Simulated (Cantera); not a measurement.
A perfectly stirred reactor is fed with H₂ : O₂ : N₂ = 0.77 : 1 : 1.3 (molar parts), at 0.132 atm; it is held at 1123 K, and followed from long to short residence time.

Cantera simulation using the H2/O2 subset of GRI-Mech 3.0, which has no nitrogen chemistry; the numbers are that mechanism's predictions, not measurements. The temperature is held fixed by assumption; the heat of reaction is taken as removed at once.

**Question.** What does this change do: O2 1 to 0.14 parts?

**Answer.** 
```
quantity                 before     after
---------------------  --------  --------
x(H₂) at τ = 0.790 s   0.000475     0.234
x(O₂) at τ = 0.790 s      0.229  0.000118
x(H₂O) at τ = 0.790 s     0.286     0.135
x(HO₂) at τ = 0.790 s   1.15e-5   2.07e-8
x(H) at τ = 0.790 s     2.07e-5   0.00401
x(H₂) at τ = 79.0 ms    0.00205     0.230
x(O₂) at τ = 79.0 ms      0.229  0.000387
x(H₂O) at τ = 79.0 ms     0.284     0.134
x(HO₂) at τ = 79.0 ms   2.76e-5   6.77e-8
x(H) at τ = 79.0 ms    0.000207    0.0122
```
